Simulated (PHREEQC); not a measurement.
Dissolve 5.9 mmol/kgw NH3, 4.9 mmol/kgw NaAlO2 and 0.36 mmol/kgw HBr at 25 °C and 100 atm. Closed to the air; pH follows from the charge balance.

Model: ion-association model, phreeqc.dat, run in PHREEQC.

No solid was allowed to form.

Problem. Predict the pH, ionic strength.

Solution. pH 10.26; ionic strength 0.00548 mol/kgw.

Problem. In which forms is N present?

Solution. NH3 90 %, NH4+ 9.8 % of the N.

Saturation is exceeded, for instance for Gibbsite (slow to form); the values hold only as long as no solid forms. Complexes and solids missing from the database can't appear. Under pressure, the constants of complexes without a molar volume in the database are unreliable.
